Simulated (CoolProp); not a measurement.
Normal hydrogen at 298.15 K and 0.35 MPa flows at 1.6 m/s in a round tube of 4.6 mm bore and 15 µm roughness, fully developed (64/Re and Nu = 3.66 if laminar; Colebrook and Gnielinski if turbulent). Each further row changes one setting.

Model: reference Helmholtz-energy equation of state, Leachman 2009, in CoolProp.

```csv
case,Reynolds number,Darcy friction factor,pressure drop (Pa/m),heat-transfer coefficient (W/(m² K)),mass flow (kg/h)
as stated,235,0.273,21.5,148,0.0272
velocity 3.2 m/s,470,0.136,43.1,148,0.0544
diameter 9.2 mm,470,0.136,5.38,74.1,0.109
```

Viscosity comes from a separate model (Muzny 2013). Thermal conductivity comes from a separate model (Assael 2011).
